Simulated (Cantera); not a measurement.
A closed system holds: 1 mol C6H6, 0.017 mol O2, 11 mol N2, held at 2425 K and 1000 Pa.

Cantera equilibrium calculation (NASA polynomials, part measured and part estimated; ideal gas, pure solids and liquids). Kinetics and transport are ignored.

| species | before | after |
|---|---|---|
| N2 | 0.744 | 0.647 |
| H2 | 0.158 | 0.135 |
| CO | 0.00234 | 0.131 |
| HCN | 0.0200 | 0.0173 |
| H | 0.0712 | 0.0659 |
| C2H2 (acetylene) | 0.00123 | 0.00106 |
| HNC | 0.00215 | 0.00185 |
| C2N2 | 3.63e-5 | 3.16e-5 |
| C2H | 3.39e-5 | 3.13e-5 |
| CN | 0.000468 | 0.000436 |
| C3 | 1.49e-5 | 1.49e-5 |
| C(graphite), mol | 5.60 | 3.43 |
Gas species are given as mole fractions.

**Question.** Which change was made?
A. O2 from 0.017 to 1.1 mol
B. C6H6 replaced by CH4
C. temperature from 2425 K to 1000 K
D. temperature from 2425 K to 1423.15 K

**Answer.** A, O2 from 0.017 to 1.1 mol
